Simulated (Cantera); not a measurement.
Charge: 1 mol SiO2, 120 mol H2, equilibrated at 750 Torr.

These are equilibrium values from Cantera (NASA tables, ideal gas, pure condensed phases), not measurements of a reactor. Candidate condensed phases: H2O, Si, SiO2; 18 gas species. The tables hold silica as quartz up to 1696 K and as liquid above; real silica turns to tridymite and cristobalite and melts near 1996 K. Equilibrium is a limit: real reactors are often held back by kinetics, nucleation or transport.

x: gas mole fraction; n: condensed amount in mol.

```tsv
T (K)	x H2	x SiO	x H2O	x H	x OH	x SiO2	x SiH2	n SiO2(α-quartz)	n SiO2(β-quartz)	n SiO2(condensed)
673	1.00	<1e-12	1.80e-12	<1e-12	<1e-12	<1e-12	<1e-12	1.00	0	0
823	1.00	<1e-12	2.16e-10	7.34e-12	<1e-12	<1e-12	<1e-12	1.00	0	0
973	1.00	1.41e-11	5.69e-9	1.08e-9	<1e-12	<1e-12	<1e-12	0	1.00	0
1123	1.00	1.10e-8	6.52e-8	4.26e-8	<1e-12	<1e-12	1.10e-10	0	1.000	0
1273	1.000	8.15e-7	8.85e-7	7.13e-7	<1e-12	<1e-12	2.10e-9	0	1.000	0
1423	1.000	1.28e-5	1.28e-5	6.64e-6	1.84e-12	<1e-12	6.17e-9	0	0.998	0
1573	1.000	?	?	?	?	1.93e-11	?	0	0.986	0
1723	0.998	?	?	?	?	9.65e-10	?	0	0	?
1873	0.994	0.00292	0.00292	0.000643	1.47e-7	2.45e-8	4.76e-8	0	0	0.648
2023	0.982	0.00826	0.00825	0.00188	1.65e-6	2.56e-7	7.57e-8	0	0	0
```

Task: What belongs in the gaps?

Result: 
- 1573, x SiO: 0.000113
- 1573, x H2O: 0.000113
- 1573, x H: 4.07e-5
- 1573, x OH: 1.66e-10
- 1573, x SiH2: 1.39e-8
- 1723, x SiO: 0.000674
- 1723, x H2O: 0.000674
- 1723, x H: 0.000182
- 1723, x OH: 6.74e-9
- 1723, x SiH2: 2.72e-8
- 1723, n SiO2(condensed): 0.919
